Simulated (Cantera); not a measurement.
Charge: 1 mol MgCO3, 4.3 mol CO2, equilibrated at 53.0 Pa.

Method: chemical equilibrium by Gibbs-energy minimisation in Cantera with the NASA 1993 tables (ideal gas, pure condensed phases). Candidate condensed phases: C, Mg, MgCO3, MgO; 15 gas species. The numbers say what is thermodynamically allowed, not how fast it happens.

x: gas mole fraction; n: condensed amount in mol.

```tsv
T (K)	x CO2	x CO	x O2	x O	n MgO(s)
973	1.000	1.28e-6	6.42e-7	2.36e-12	1.00
1023	1.000	4.01e-6	2.01e-6	1.92e-11	1.00
1073	1.000	1.13e-5	5.63e-6	1.28e-10	1.00
1123	1.000	…	…	…	1.00
1173	1.000	6.79e-5	3.39e-5	3.54e-9	1.00
1223	1.000	0.000149	7.46e-5	1.52e-8	1.00
1273	1.000	…	…	…	1.00
1323	0.999	0.000602	0.000301	2.00e-7	1.00
1373	0.998	0.00112	0.000559	6.33e-7	1.00
1423	0.997	0.00199	0.000994	1.84e-6	1.00
1473	0.995	0.00340	0.00170	4.99e-6	1.00
1523	0.992	0.00560	0.00279	1.27e-5	1.00
1573	0.987	0.00893	0.00445	3.03e-5	1.00
```

Task: Some entries are withheld; supply them.

Result: 
- 1123, x CO: 2.88e-5
- 1123, x O2: 1.44e-5
- 1123, x O: 7.25e-10
- 1273, x CO: 0.000308
- 1273, x O2: 0.000154
- 1273, x O: 5.80e-8
